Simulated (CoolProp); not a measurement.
Saturation properties of isohexane.

Computed with CoolProp (reference Helmholtz-energy equation of state, Lemmon 2006). It is a short technical equation, of lower accuracy than the large ones.

| T (°C) | p (kPa) | liquid density (kg/m³) | vapour density (kg/m³) | enthalpy of vaporisation (kJ/kg) |
|---|---|---|---|---|
| -15.55 | 3.834 | 684.8 | 0.1550 | 372.9 |
| 1.95 | 9.887 | 669.3 | 0.3760 | 362.0 |
| 19.35 | 22.23 | 653.7 | 0.8009 | 350.9 |
| 36.85 | 45.09 | 637.5 | 1.550 | 339.4 |
| 54.25 | 83.47 | 620.9 | 2.759 | 327.4 |
| 71.75 | 144.2 | 603.5 | 4.621 | 314.4 |
| 89.15 | 234.1 | 585.3 | 7.331 | 300.5 |
| 106.65 | 362.2 | 565.9 | 11.20 | 285.2 |

It boils at 60.2 °C under 1 atm.
